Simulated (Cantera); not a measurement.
A Cantera script and what it prints.

```python
import numpy as np
import cantera as ct

gas_names = """
    CL CLO CL2 Mg MgCL MgCL2 MgO Mg2 O O2 O3 Ti TiCL TiCL2 TiCL3 TiCL4 TiO TiOCL TiOCL2 TiO2
""".split()
cond_names = """
    Mg(cr) Mg(L) MgCL2(s) MgCL2(L) MgO(s) MgO(L) MgTiO3(s) MgTiO3(L) MgTi2O5(s) MgTi2O5(L) Mg2TiO4(s)
    Mg2TiO4(L) Ti(a) Ti(b) Ti(L) TiCL2(s) TiCL3(s) TiCL4(L) TiO(a) TiO(b) TiO(L) TiO2(ru) TiO2(L)
    Ti2O3(a) Ti2O3(b) Ti2O3(L) Ti3O5(a) Ti3O5(b) Ti3O5(L) Ti4O7(s) Ti4O7(L)
""".split()


def load(file, names, dense=False):
    # The tables refer to 1 bar. Condensed volumes are neglected.
    table = {s.name: s for s in ct.Species.list_from_file(file)}
    out = []
    for n in names:
        d = dict(table[n].input_data)
        d["thermo"] = dict(d["thermo"], **{"reference-pressure": 1e5})
        if dense:
            d["equation-of-state"] = {"model": "constant-volume", "density": "1e6 g/cm^3"}
        out.append(ct.Species.from_dict(d))
    return out


gas = ct.Solution(thermo="ideal-gas", species=load("nasa_gas.yaml", gas_names))
cond = {s.name: ct.Solution(thermo="fixed-stoichiometry", species=[s], name=s.name)
        for s in load("nasa_condensed.yaml", cond_names, dense=True)}
atoms = {
    'TiO2': {'Ti': 1, 'O': 2},
    'MgCl2': {'Mg': 1, 'CL': 2},
    'O2': {'O': 2},
}
top_T = {'TiCL2(s)': 1300, 'TiCL3(s)': 1000}  # K; cautious upper limits of use, not melting points


def equilibrate(T, P, feed):
    n = {}
    for name, mol in feed.items():
        for a, k in atoms[name].items():
            n[a] = n.get(a, 0.0) + k * mol
    gas.TPX = T, P, n
    mass = sum(n.values()) * gas.mean_molecular_weight
    gas.equilibrate("TP")
    valid = [c for c in cond.values() if c.min_temp <= T <= top_T.get(c.name, c.max_temp)]
    mix = ct.Mixture([(gas, mass / gas.mean_molecular_weight)] + [(c, 0.0) for c in valid])
    mix.T, mix.P = T, P
    mix.equilibrate("TP", solver="vcs", rtol=1e-11, max_steps=5000)
    return mix


results = []
feed = {'TiO2': 1, 'MgCl2': 0.26, 'O2': 0.81}  # mol
T = 1473  # K
for P in [10, 42, 180, 750, 3200, 13000, 56000, 240000, 1000000]:
    mix = equilibrate(T, P, feed)
    results.append((T, P, feed, dict(zip(mix.species_names, mix.species_moles))))

top = {s: max(r[3][s] / sum(r[3][g] for g in gas_names) for r in results) for s in gas_names}
cols = sorted((s for s in top if top[s] > 1e-06), key=lambda s: -top[s])[:6]
seen = [c for c in cond_names if any(r[3].get(c, 0) > 1e-12 for r in results)]
print("log10 of partial pressures in bar; condensed amounts in mol")
print(f"{'P/Pa':>10s}" + "".join(f"{s[:9]:>10s}" for s in cols + seen))
for T, P, feed, n in results:
    ng = sum(n[g] for g in gas_names)
    print(f"{P:10.4g}" + "".join(f"{np.log10(max(n[s] / ng * P / 1e5, 1e-99)):10.3f}" for s in cols)
          + "".join(f"{n.get(c, 0):10.4g}" for c in seen))
```

Output:

```
log10 of partial pressures in bar; condensed amounts in mol
      P/Pa        O2        CL       CL2     MgCL2       CLO         O MgTi2O5(s  TiO2(ru)
        10    -4.237    -4.395    -6.162    -5.965    -8.107    -7.673    0.2472    0.5057
        42    -3.603    -3.815    -5.003    -5.124    -7.211    -7.356    0.2392    0.5216
       180    -2.951    -3.281    -3.935    -4.382    -6.351    -7.030    0.2343    0.5315
       750    -2.309    -2.827    -3.027    -3.795    -5.576    -6.709    0.2374    0.5252
      3200    -1.660    -2.428    -2.228    -3.320    -4.852    -6.384     0.245      0.51
   1.3e+04    -1.040    -2.080    -1.533    -2.936    -4.195    -6.074    0.2513    0.4974
   5.6e+04    -0.399    -1.741    -0.854    -2.577    -3.534    -5.754    0.2555     0.489
   2.4e+05     0.236    -1.414    -0.199    -2.240    -2.890    -5.436    0.2577    0.4845
     1e+06     0.858    -1.098     0.431    -1.920    -2.264    -5.125    0.2589    0.4822
```

These are equilibrium values from Cantera (NASA tables, ideal gas, pure condensed phases), not measurements of a reactor. Mutual solubility and eutectic melting of coexisting phases are not modelled. Condensed phases not in the tables: alloys, solid solutions and most ternary compounds.
